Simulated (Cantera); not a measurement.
Charge: 1 mol Si, 0.97 mol H2O, 9 mol N2, equilibrated at 1575 °C and 0.00133 bar.

These are equilibrium values from Cantera (NASA tables, ideal gas, pure condensed phases), not measurements of a reactor. Candidate condensed phases: H2O, Si, SiO2, Si2N2O, Si3N4; 35 gas species. The tables' values for SiN are old estimates; treat these amounts as uncertain. Rates play no part.

Problem. What is the equilibrium state?

Solution. 
- x(N2): 0.819
- x(SiO): 0.0882
- x(H2): 0.0861
- x(H): 0.00426
- x(Si): 0.00259
- x(SiN): 3.30e-5
- x(Si2N): 2.77e-5
- x(SiH): 2.76e-5
- x(Si2): 9.90e-6
- gas amount: 10.99 mol
- log10 activity of Si(l) (absent): -0.26
